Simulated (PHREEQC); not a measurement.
Make-up at 45 °C: 0.00074 mol PbCl2, 0.0045 mol HNO3 and 0.068 mol Zn(NO3)2 per kg of water. Closed to the air; pH follows from the charge balance.

The numbers come from PHREEQC with the ion-association model, wateq4f.dat.

* **pH**: 2.45
* **ionic strength**: 0.210 mol/kgw
* **total alkalinity**: -4.50 meq/kg

| species | molality | activity | log γ |
|---|---|---|---|
| NO3- | 0.140 | 0.0956 | -0.167 |
| Zn+2 | 0.0678 | 0.0211 | -0.507 |
| H+ | 0.00450 | 0.00356 | -0.102 |
| Cl- | 0.00130 | 0.000911 | -0.155 |
| Pb+2 | 0.000466 | 0.000137 | -0.532 |
| PbNO3+ | 0.000263 | 0.000194 | -0.133 |
| ZnCl+ | 0.000167 | 0.000118 | -0.151 |
| PbCl+ | 1.07e-5 | 7.91e-6 | -0.133 |
| ZnCl2 | 1.16e-7 | 1.22e-7 | 0.021 |
| ZnOH+ | 3.65e-8 | 2.69e-8 | -0.133 |
| PbCl2 | 7.66e-9 | 8.04e-9 | 0.021 |
| PbOH+ | 1.02e-9 | 7.49e-10 | -0.133 |

Precipitation was switched off in this run. Away from 25 °C the constants follow the database's enthalpies or fits; those with neither stay at their 25 °C values.
